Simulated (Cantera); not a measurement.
# Silicon nitride deposition: Si2Cl6 + N2

Feed: 1 mol Si2Cl6, 0.92 mol N2.

Equilibrium computed with Cantera from the NASA thermochemical tables; the gas is ideal and each condensed phase is pure. Candidate condensed phases: Si, Si3N4; 13 gas species. The feed counts by its element totals alone. N2 is the only nitrogen source here; it is nearly inert below about 1500 K, so the nitride shown seldom forms there in practice. The tables' values for SiCl3 are old estimates. Equilibrium is a limit: real reactors are often held back by kinetics, nucleation or transport.

Stable condensed phases:

```
T in K \ P in Pa
              5     15     45    140    410   1200   3700  11000  33000 100000
   1825       A      A      A      A      A      A      A      A      A      A
   1775       A      A      A      A      A      A      A      A      A      A
   1725       A      A      A      A      A      A      A      A      A      B
   1675       A      A      A      A      A      A      A      A      A      B
   1625       A      A      A      A      A      A      A      A      B      B
   1575       A      A      A      A      A      A      A      B      B      B
   1525       A      A      A      A      A      A      B      B      B      B
   1475       A      A      A      A      A      A      B      B      B      B
   1425       A      A      A      A      A      B      B      B      B      B
   1375       A      A      A      A      B      B      B      B      B      B
   1325       A      A      A      B      B      B      B      B      B      B
```

A: gas only; B: Si3N4.
